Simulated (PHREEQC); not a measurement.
Consider water at 20 °C with 0.0034 mol PbCl2, 0.00044 mol NaNO3 and 0.09 mol Na2SO4 per kg of water. Closed to the air; pH follows from the charge balance.

All values are PHREEQC results (ion-association model, phreeqc.dat), not measurements.

**Question.** The ionic strength comes out as 0.238 mol/kgw. What activity coefficients do Na+, Cl-, HSO4-, SO4-2, NaSO4- get?

**Answer.** Na+ 0.74, Cl- 0.70, HSO4- 0.74, SO4-2 0.28, NaSO4- 0.74.

Precipitation was switched off in this run. Examples of supersaturated solids here: Anglesite. Others may be too. Species that the database lacks are ignored.
